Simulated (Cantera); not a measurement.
Feed: 1 mol FeS₂, 0.051 mol SO₃, 2.6 mol O₂, equilibrated at 1000 Pa.

Cantera equilibrium calculation (NASA polynomials, part measured and part estimated; ideal gas, pure solids and liquids). Candidate condensed phases: Fe, FeO, FeS, FeSO₄, FeS₂, Fe₂O₃, Fe₂(SO₄)₃, Fe₃O₄, S; 12 gas species. Mutual solubility and eutectic melting of coexisting phases are not modelled. The tables' stoichiometric FeO is somewhat more stable than real wüstite, so its field is too wide. FeO: taken at fixed stoichiometry. Gases not in the tables: S₃ to S₇. Kinetics and transport are ignored.

**Question.** Which condensed phases are stable at each of these points (T (°C)): 477, 577, 677, 777, 877, 977, 1077, 1177, 1277, 1377?

**Answer.** 
```
T (°C)    condensed phases  Fe condensed (%)
------  ------------------  ----------------
477     FeS₂(s) + Fe₃O₄(s)             100.0
577               Fe₃O₄(s)             100.0
677               Fe₃O₄(s)             100.0
777               Fe₃O₄(s)             100.0
877               Fe₃O₄(s)             100.0
977               Fe₃O₄(s)             100.0
1077              Fe₃O₄(s)             100.0
1177     FeO(s) + Fe₃O₄(s)             100.0
1277     FeO(s) + Fe₃O₄(s)             100.0
1377     FeO(l) + Fe₃O₄(s)             100.0
```

At 477 °C the condensed part is FeS₂(s) + Fe₃O₄(s). From 577 °C to 1077 °C the condensed part is Fe₃O₄(s). From 1177 °C to 1277 °C the condensed part is FeO(s) + Fe₃O₄(s). At 1377 °C the condensed part is FeO(l) + Fe₃O₄(s).
